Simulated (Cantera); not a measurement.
## Transport properties of process gases

Gas mixture: 100 % O₂, at 2100 Torr, frozen composition.

Cantera's kinetic-theory transport with the Lennard-Jones parameters of GRI-Mech 3.0, ideal gas; thermal conductivity in the multicomponent form.

```json
[
 {"T (K)": "400", "ρ (kg/m³)": "2.69", "cp (J/kg/K)": "941.4", "μ (µPa s)": "25.6", "λ (mW/m/K)": "33.9", "Pr": "0.712", "D (cm²/s) C₂H₂": "0.101", "D (cm²/s) CO₂": "0.0955", "D (cm²/s) H₂O": "0.145"},
 {"T (K)": "550", "ρ (kg/m³)": "1.96", "cp (J/kg/K)": "987.2", "μ (µPa s)": "32.1", "λ (mW/m/K)": "44.6", "Pr": "0.711", "D (cm²/s) C₂H₂": "0.178", "D (cm²/s) CO₂": "0.168", "D (cm²/s) H₂O": "0.263"},
 {"T (K)": "700", "ρ (kg/m³)": "1.54", "cp (J/kg/K)": "1031", "μ (µPa s)": "37.8", "λ (mW/m/K)": "54.9", "Pr": "0.710", "D (cm²/s) C₂H₂": "0.269", "D (cm²/s) CO₂": "0.255", "D (cm²/s) H₂O": "0.408"},
 {"T (K)": "850", "ρ (kg/m³)": "1.27", "cp (J/kg/K)": "1065", "μ (µPa s)": "43.0", "λ (mW/m/K)": "64.6", "Pr": "0.709", "D (cm²/s) C₂H₂": "0.375", "D (cm²/s) CO₂": "0.356", "D (cm²/s) H₂O": "0.576"},
 {"T (K)": "1000", "ρ (kg/m³)": "1.08", "cp (J/kg/K)": "1090", "μ (µPa s)": "47.9", "λ (mW/m/K)": "73.7", "Pr": "0.709", "D (cm²/s) C₂H₂": "0.493", "D (cm²/s) CO₂": "0.469", "D (cm²/s) H₂O": "0.767"},
 {"T (K)": "1150", "ρ (kg/m³)": "0.937", "cp (J/kg/K)": "1109", "μ (µPa s)": "52.5", "λ (mW/m/K)": "82.1", "Pr": "0.709", "D (cm²/s) C₂H₂": "0.624", "D (cm²/s) CO₂": "0.594", "D (cm²/s) H₂O": "0.977"},
 {"T (K)": "1300", "ρ (kg/m³)": "0.829", "cp (J/kg/K)": "1125", "μ (µPa s)": "56.9", "λ (mW/m/K)": "90.3", "Pr": "0.708", "D (cm²/s) C₂H₂": "0.766", "D (cm²/s) CO₂": "0.729", "D (cm²/s) H₂O": "1.21"},
 {"T (K)": "1450", "ρ (kg/m³)": "0.743", "cp (J/kg/K)": "1139", "μ (µPa s)": "61.0", "λ (mW/m/K)": "98.2", "Pr": "0.708", "D (cm²/s) C₂H₂": "0.920", "D (cm²/s) CO₂": "0.875", "D (cm²/s) H₂O": "1.45"}
]
```
D: mixture-averaged diffusion coefficient of that species in the mixture.
